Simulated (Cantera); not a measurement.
An isothermal, constant-pressure homogeneous reactor starts with H₂ : O₂ : N₂ = 0.025 : 1 : 1.7 (molar parts), equivalence ratio 0.013, at 1125 K and 1330 Pa.

Detailed kinetics in Cantera: the H2/O2 subset of GRI-Mech 3.0, which has no nitrogen chemistry. Radical loss at walls, strong at low pressure, is not modelled.

x: mole fraction; the columns are a selection and need not sum to one.

```json
[
 {"t (s)": "1.00e-6", "x H₂": "0.00917", "x O₂": "0.367", "x H₂O": "<1e-12", "x HO₂": "<1e-12", "x H": "<1e-12", "x H₂O₂": "<1e-12"},
 {"t (s)": "3.62e-6", "x H₂": "0.00917", "x O₂": "0.367", "x H₂O": "<1e-12", "x HO₂": "2.46e-12", "x H": "2.43e-12", "x H₂O₂": "<1e-12"},
 {"t (s)": "1.31e-5", "x H₂": "0.00917", "x O₂": "0.367", "x H₂O": "<1e-12", "x HO₂": "8.89e-12", "x H": "8.55e-12", "x H₂O₂": "<1e-12"},
 {"t (s)": "4.73e-5", "x H₂": "0.00917", "x O₂": "0.367", "x H₂O": "<1e-12", "x HO₂": "3.22e-11", "x H": "2.81e-11", "x H₂O₂": "<1e-12"},
 {"t (s)": "0.000171", "x H₂": "0.00917", "x O₂": "0.367", "x H₂O": "6.30e-12", "x HO₂": "1.16e-10", "x H": "7.80e-11", "x H₂O₂": "<1e-12"},
 {"t (s)": "0.000618", "x H₂": "0.00917", "x O₂": "0.367", "x H₂O": "1.82e-10", "x HO₂": "4.22e-10", "x H": "2.11e-10", "x H₂O₂": "<1e-12"},
 {"t (s)": "0.00224", "x H₂": "0.00917", "x O₂": "0.367", "x H₂O": "6.28e-9", "x HO₂": "1.56e-9", "x H": "1.80e-9", "x H₂O₂": "<1e-12"},
 {"t (s)": "0.00809", "x H₂": "0.00916", "x O₂": "0.367", "x H₂O": "8.36e-6", "x HO₂": "5.02e-8", "x H": "1.83e-6", "x H₂O₂": "2.31e-11"},
 {"t (s)": "0.0292", "x H₂": "(withheld)", "x O₂": "0.360", "x H₂O": "0.00834", "x HO₂": "9.49e-7", "x H": "0.000930", "x H₂O₂": "1.78e-8"},
 {"t (s)": "0.106", "x H₂": "(withheld)", "x O₂": "0.361", "x H₂O": "0.00872", "x HO₂": "7.84e-7", "x H": "0.000436", "x H₂O₂": "1.60e-8"},
 {"t (s)": "0.382", "x H₂": "(withheld)", "x O₂": "0.363", "x H₂O": "0.00905", "x HO₂": "4.77e-7", "x H": "7.16e-5", "x H₂O₂": "1.46e-8"},
 {"t (s)": "1.38", "x H₂": "(withheld)", "x O₂": "0.364", "x H₂O": "0.00917", "x HO₂": "1.60e-7", "x H": "3.57e-6", "x H₂O₂": "8.59e-9"},
 {"t (s)": "5.00", "x H₂": "(withheld)", "x O₂": "0.364", "x H₂O": "0.00920", "x HO₂": "3.21e-8", "x H": "1.22e-7", "x H₂O₂": "2.51e-9"}
]
```

Task: Complete the blanks.

Result: 
- 0.0292, x H₂: 0.000100
- 0.106, x H₂: 5.42e-5
- 0.382, x H₂: 1.65e-5
- 1.38, x H₂: 2.21e-6
- 5.00, x H₂: 2.28e-7
